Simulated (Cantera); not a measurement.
An isothermal, constant-pressure homogeneous reactor starts with NO : N2 = 1 : 1.7 (molar parts), at 1898 K and 0.0819 atm. Integrator tolerance rtol = 1e-08.

Detailed kinetics in Cantera: GRI-Mech 3.0 (53 species, 325 reactions).

Problem. What does this change do: N2 1.7 to 0.35 parts?

Solution. 
```json
[
 {"quantity": "x(NO) at 2.00 s", "before": "0.336 (gas-phase equilibrium 0.00541)", "after": "0.620 (gas-phase equilibrium 0.00674)"},
 {"quantity": "x(O2) at 2.00 s", "before": "0.0171 (gas-phase equilibrium 0.182)", "after": "0.0598 (gas-phase equilibrium 0.367)"},
 {"quantity": "x(O) at 2.00 s", "before": "0.000160 (gas-phase equilibrium 0.000437)", "after": "0.000283 (gas-phase equilibrium 0.000620)"},
 {"quantity": "x(N2O) at 2.00 s", "before": "4.44e-5 (gas-phase equilibrium 8.98e-8)", "after": "0.000140 (gas-phase equilibrium 9.82e-8)"},
 {"quantity": "x(NO2) at 2.00 s", "before": "6.02e-5 (gas-phase equilibrium 3.00e-6)", "after": "0.000197 (gas-phase equilibrium 5.29e-6)"},
 {"quantity": "x(N2) at 2.00 s", "before": "0.647 (gas-phase equilibrium 0.812)", "after": "0.319 (gas-phase equilibrium 0.626)"}
]
```
